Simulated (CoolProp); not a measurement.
Vapour-liquid equilibrium of carbon dioxide (1) + R22 (2) at 263.3 K; x and y are mole fractions of (1).

Model: multi-fluid Helmholtz-energy mixture model, Span 1996 and Kamei 1995; pair parameters Bell 2016, in CoolProp.

Problem. Give the bubble pressure and the first vapour's composition at x = 0.05, 0.15, 0.55. Is there an azeotrope?

Solution. x = 0.05: 4.378 bar, y = 0.210; x = 0.15: 6.164 bar, y = 0.480; x = 0.55: 14.84 bar, y = 0.867. No azeotrope shows between x = 0.05 and 0.95.

The pair parameters rest on a limited set of measurements; away from them the model extrapolates.
